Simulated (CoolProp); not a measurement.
Saturated liquid density (kg/m³) of m-xylene: the reference equation beside estimates from Tc = 616.9 K, pc = 35.35 bar, ω = 0.326.

Values from CoolProp's reference Helmholtz-energy equation of state, Zhou 2012.

| T (K) | reference | van der Waals | Redlich-Kwong | Soave-Redlich-Kwong | Peng-Robinson |
|---|---|---|---|---|---|
| 442.3 | 724.3 | … | 594.2 | 627.0 | 710.1 |
| 455.3 | 710.2 | 403.2 | 579.8 | 613.1 | 694.8 |
| 468.3 | 695.5 | 394.7 | 564.6 | … | 678.4 |
| 481.3 | 680.2 | … | 548.6 | 582.5 | 660.8 |
| 494.4 | 664.0 | 376.4 | 531.6 | 565.5 | 641.8 |
| 507.4 | 647.0 | 366.5 | 513.8 | … | 621.3 |
| 520.4 | 628.9 | 355.9 | … | 527.6 | 598.9 |
| 533.4 | 609.3 | 344.6 | 474.3 | 506.2 | 574.5 |

### Question
What belongs in the gaps?

### Answer

- 442.3, van der Waals: 411.3
- 468.3, Soave-Redlich-Kwong: 598.3
- 481.3, van der Waals: 385.8
- 507.4, Soave-Redlich-Kwong: 547.3
- 520.4, Redlich-Kwong: 494.7

Absolute difference from the reference over all 8 rows, mean and median: van der Waals 43.3 and 43.3 %, Redlich-Kwong 19.8 and 19.6 %, Soave-Redlich-Kwong 14.8 and 14.6 %, Peng-Robinson 3.4 and 3.1 %.
